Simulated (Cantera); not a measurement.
Input (Python, Cantera) and output of one run.

```python
import numpy as np
import cantera as ct

gas_names = """
    F FO FO2 F2 F2O H HF HOF HO2 H2 H2F2 H2O H2O2 H3F3 H4F4 H5F5 H6F6 H7F7 O OH O2 O3
""".split()
cond_names = """
    H2O(s) H2O(L)
""".split()


# ... load() reads the species with a 1 bar reference pressure and builds the phases ...
atoms = {
    'HF': {'H': 1, 'F': 1},
    'O2': {'O': 2},
    'H2': {'H': 2},
}
top_T = {}  # K; cautious upper limits of use, not melting points


# ... equilibrate(T, P, feed) seeds the gas with the atoms and calls Mixture.equilibrate('TP', solver="vcs", rtol=1e-11, max_steps=5000) ...
results = []
feed = {'HF': 1, 'O2': 0.56, 'H2': 0.11}  # mol
T = 1950  # K
P = 22000  # Pa
mix = equilibrate(T, P, feed)
results.append((T, P, feed, dict(zip(mix.species_names, mix.species_moles))))
x = sorted(zip(gas.X, gas.species_names), reverse=True)
print(f"T = {T:g} K  P = {P:g} Pa  gas = {mix.phase_moles(0):.4g} mol")
print("   x: " + "  ".join(f"{s} {v:.3e}" for v, s in x if v > 1e-06))
print("   condensed (mol): " + ("  ".join(f"{mix.phase(i).name} {mix.phase_moles(i):.4g}"
      for i in range(1, mix.n_phases) if mix.phase_moles(i) > 1e-12) or "none"))
```

Result:

```
T = 1950 K  P = 22000 Pa  gas = 1.616 mol
   x: HF 6.186e-01  O2 3.116e-01  H2O 6.698e-02  OH 2.100e-03  O 5.372e-04  F 7.131e-05  H2 5.009e-05  H 1.730e-05  HO2 1.743e-06
   condensed (mol): none
```

Equilibrium computed with Cantera from the NASA thermochemical tables; the gas is ideal and each condensed phase is pure.
